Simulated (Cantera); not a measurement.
**Gas activation for diamond growth**

An isothermal, constant-pressure homogeneous reactor starts with 1.38 % CH4, 98.6 % H2, at 2000 K and 0.0120 bar.

Cantera simulation using GRI-Mech 3.0 (53 species, 325 reactions); the numbers are that mechanism's predictions, not measurements. GRI-Mech 3.0 stops at C3 and has no aromatics, soot or wall deposition, so with more carbon than oxygen in the feed, carbon stays in small species such as C2H2 where larger ones or solid carbon would form. Radical loss at walls, strong at low pressure, is not modelled.

| t (s) | x CH4 | x H2 | x CH2 | x CH3 | x C2H6 | x C2H4 |
|---|---|---|---|---|---|---|
| 2.00e-5 | 0.0138 | 0.986 | 9.20e-12 | 2.45e-6 | <1e-12 | <1e-12 |
| 6.93e-5 | 0.0138 | 0.986 | 1.01e-10 | 6.40e-6 | 1.06e-11 | 4.34e-11 |
| 0.000240 | 0.0138 | 0.986 | 1.15e-9 | 1.77e-5 | 2.01e-10 | 1.40e-9 |
| 0.000832 | 0.0137 | 0.986 | 1.39e-8 | 5.65e-5 | 2.88e-9 | 4.70e-8 |
| 0.00288 | 0.0136 | 0.986 | 1.63e-7 | 0.000188 | 3.21e-8 | 1.36e-6 |
| 0.01000 | 0.0130 | 0.984 | 1.70e-6 | 0.000608 | 2.40e-7 | 1.44e-5 |
| 0.0346 | 0.00952 | 0.982 | 8.02e-6 | 0.00117 | 4.72e-7 | 2.69e-5 |
| 0.120 | 0.00281 | 0.983 | 5.53e-6 | 0.000506 | 6.18e-8 | 4.55e-6 |
| 0.416 | 0.000484 | 0.981 | 1.65e-6 | 0.000111 | 2.31e-9 | 7.64e-7 |
| 1.44 | 8.48e-5 | 0.980 | 4.14e-7 | 2.32e-5 | 8.34e-11 | 5.61e-7 |
| 5.00 | 2.12e-5 | 0.979 | 1.22e-7 | 6.29e-6 | 6.10e-12 | 5.32e-7 |
| 17.3 | 1.45e-5 | 0.978 | 8.48e-8 | 4.33e-6 | 3.15e-12 | 5.31e-7 |
| 60.0 | 1.45e-5 | 0.978 | 8.46e-8 | 4.32e-6 | 3.14e-12 | 5.31e-7 |
x: mole fraction; the columns are a selection and need not sum to one.

Equilibrium at this temperature and pressure: CH4 1.45e-5, H2 0.978, CH2 8.47e-8, CH3 4.33e-6, C2H6 3.15e-12, C2H4 5.31e-7 (gas phase only).
